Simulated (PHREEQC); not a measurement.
## Ultrapure water in contact with air or piping

Model water analysis in mg/L, 20 °C, pH 6.07, pe 10.8: Na 0.0142; K 0.000243; Ca 0.0195; Mg 0.00154; Cl 0.000983; S(6) as SO4 0.0255; Alkalinity as HCO3 0.0718; N(5) as NO3 3.92e-05; Pb 4.56e-05.

Valence states are taken as typed.

All values are PHREEQC results (ion-association model, phreeqc.dat), not measurements.

Each row changes one thing in this solution. Precipitation was switched off in this run.

| case | ionic strength (mol/kgw) | CO2 (mol/kgw) | HCO3- (mol/kgw) | CO3-2 (mol/kgw) | CaSO4 (mol/kgw) | SI of Pb(OH)2 (Pb(OH)2) | SI of Cerussite (PbCO3) |
|---|---|---|---|---|---|---|---|
| as made | 3.40e-6 | 4.14e-6 | 2.02e-6 | 1.01e-10 | 2.17e-11 | -5.86 | -6.48 |
| all concentrations times 2 at the same typed pH | 5.95e-6 | 6.55e-6 | 3.20e-6 | 1.60e-10 | 8.64e-11 | -5.56 | -5.98 |
| Mg from 0.00154 to 0.00077 mg/L | 3.33e-6 | 4.14e-6 | 2.02e-6 | 1.01e-10 | 2.17e-11 | -5.86 | -6.48 |
| pH from 6.07 to 6.57 at the same alkalinity | 2.82e-6 | 9.19e-7 | 1.42e-6 | 2.24e-10 | 2.18e-11 | -4.88 | -6.16 |
| pH from 6.07 to 5.57 at the same alkalinity | 5.24e-6 | 2.50e-5 | 3.87e-6 | 6.11e-11 | 2.16e-11 | -6.85 | -6.69 |

Species that the database lacks are ignored.
